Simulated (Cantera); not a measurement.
Equilibrium for aluminium nitride and oxide growth: Al(CH3)3 + N2O + H2

Feed: 1 mol Al(CH3)3, 2.4 mol N2O, 550 mol H2, held at 3800 Pa.

Cantera equilibrium calculation (NASA polynomials, part measured and part estimated; ideal gas, pure solids and liquids). Candidate condensed phases: Al, AlN, Al2O3, C, C6H6, C7H8, C8H18, H2O; 148 gas species. The feed counts by its element totals alone. Mutual solubility and eutectic melting of coexisting phases are not modelled. Condensed phases not in the tables: aluminium oxynitride. The numbers say what is thermodynamically allowed, not how fast it happens.

| T (K) | log p H2 | log p H | log p CH4 | log p N2 | log p CO | log p Al | log p H2O | log p HCN | n Al2O3(s) | n C(graphite) | n AlN(s) |
|---|---|---|---|---|---|---|---|---|---|---|---|
| 748 | -1.43 | -13.25 | -3.69 | -3.78 | -6.13 | <-13 | -4.21 | -11.60 | 0.500 | 0 | 0 |
| 848 | -1.42 | -11.43 | -3.75 | -3.78 | -4.59 | <-13 | -4.45 | -9.84 | 0.500 | 0 | 0 |
| 948 | -1.42 | -9.99 | -3.83 | -3.78 | -4.24 | <-13 | -5.46 | -8.49 | 0.500 | 0 | 0 |
| 1048 | -1.42 | -8.82 | -4.08 | -3.79 | -4.21 | <-13 | -6.37 | -7.57 | 0.500 | 0.891 | 0 |
| 1148 | -1.42 | -7.86 | -4.47 | -3.79 | -4.21 | <-13 | -6.95 | -6.99 | 0.500 | 1.60 | 0 |
| 1248 | -1.42 | -7.04 | -4.80 | -3.79 | -4.21 | <-13 | -7.45 | -6.51 | 0.500 | 1.86 | 0 |
| 1348 | -1.42 | -6.35 | -5.08 | -3.82 | -4.02 | -10.80 | -7.67 | -6.12 | 0.328 | 1.45 | 0.343 |
| 1448 | -1.42 | -5.75 | -5.32 | -3.89 | -3.79 | -9.06 | -7.81 | -5.80 | 0 | 0.501 | 1.000 |
| 1548 | -1.42 | -5.22 | -5.54 | -3.89 | -3.79 | -7.57 | -8.12 | -5.49 | 0 | 0.491 | 1.000 |
| 1648 | -1.42 | -4.76 | -5.72 | -3.90 | -3.79 | -6.27 | -8.40 | -5.22 | 0 | 0.432 | 0.991 |
| 1748 | -1.42 | -4.35 | -5.89 | -3.89 | -3.79 | -5.12 | -8.64 | -4.98 | 0 | 0.298 | 0.876 |
| 1848 | -1.43 | -3.99 | -6.03 | -3.82 | -3.79 | -4.21 | -8.86 | -4.73 | 0 | 0.0202 | 0 |
| 1948 | -1.43 | -3.66 | -6.32 | -3.82 | -3.79 | -4.20 | -8.90 | -4.70 | 0 | 0 | 0 |
| 2048 | -1.43 | -3.36 | -6.60 | -3.82 | -3.79 | -4.19 | -8.92 | -4.69 | 0 | 0 | 0 |
log p: log10 of the partial pressure in bar; n: condensed amount in mol.

From 748 K to 948 K the condensed part is Al2O3(s). From 1048 K to 1248 K the condensed part is Al2O3(s) + C(graphite). At 1348 K the condensed part is AlN(s) + Al2O3(s) + C(graphite). From 1448 K to 1748 K the condensed part is AlN(s) + C(graphite). At 1848 K the condensed part is C(graphite). From 1948 K to 2048 K nothing is condensed.
